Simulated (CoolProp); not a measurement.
A Linde-Hampson liquefier for ethylene: isothermal reversible compression at 320 K from 1 atm to 15 MPa, throttling to 1 atm, return gas leaving the recuperator 10 K below the feed. Each further row changes one setting.

Values from CoolProp's reference Helmholtz-energy equation of state, Smukala 2000.

| case | liquid yield per pass | compression work (kJ/kg of gas) |
|---|---|---|
| as stated | 0.380 | 404 |
| high pressure 30 MPa | 0.416 | 444 |
| warm-end temperature 350 K | 0.274 | 465 |
| warm-end gap 15 K | 0.373 | 404 |
